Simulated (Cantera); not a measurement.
Input: 1 mol CuO, 0.59 mol CO, 0.53 mol N2, held at 1575 K and 0.530 bar.

Cantera equilibrium calculation (NASA polynomials, part measured and part estimated; ideal gas, pure solids and liquids). Candidate condensed phases: C, Cu, CuO, Cu2O; 27 gas species. Each liquid is taken as pure. Mutual solubility and eutectic melting of coexisting phases are not modelled. Kinetics and transport are ignored.

Base state: CO2 0.526, N2 0.473, O2 0.000547, CO 0.000441, NO 6.86e-5, Cu 5.16e-5 (mole fractions); condensed: Cu(l) + Cu2O(l).

Problem. What changes in the equilibrium state with this change: CuO replaced by Fe2O3?

Solution. 
| species | before | after |
|---|---|---|
| CO2 | 0.526 | 0.502 |
| N2 | 0.473 | 0.473 |
| CO | 0.000441 | 0.0248 |
| O2 | 0.000547 | 1.57e-7 |
| Cu | 5.16e-5 | 0 |
| NO | 6.86e-5 | 1.16e-6 |
| Cu(l), mol | 0.182 | 0 |
| Cu2O(l), mol | 0.409 | 0 |
| FeO(s), mol | 0 | 0.687 |
| Fe3O4(s), mol | 0 | 0.438 |
The tables' stoichiometric FeO is somewhat more stable than real wüstite, so its field is too wide. FeO: taken at fixed stoichiometry. Further candidate phases: Fe, Fe(CO)5, FeO, Fe2O3, Fe3O4.

Problem. What changes in the equilibrium state with this change: temperature from 1575 K to 1900 K?

Solution. 
| species | before | after |
|---|---|---|
| CO2 | 0.526 | 0.515 |
| N2 | 0.473 | 0.465 |
| O2 | 0.000547 | 0.0132 |
| Cu | 5.16e-5 | 0.00305 |
| CuO | 1.57e-7 | 3.01e-5 |
| O | 3.44e-7 | 4.70e-5 |
| Cu(l), mol | 0.182 | 0.232 |
| Cu2O(l), mol | 0.409 | 0.382 |
